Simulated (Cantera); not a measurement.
Standard-state values (1 bar) from the NASA 1993 polynomials, evaluated with Cantera. Values are per mole of reaction as written; species without (g) are pure solids or liquids, kept so even where they would boil at 1 bar.

Q: Between 423 and 1023 K, where is each reaction favourable under standard conditions?
- 2 S + C → CS2(g)

A: 
- 2 S + C → CS2(g): ΔG° is 47 kJ at 423 K and -34 kJ at 1023 K; it changes sign between 723 and 823 K. ΔH° is 92 kJ and ΔS° 123 J/K at 1023 K.
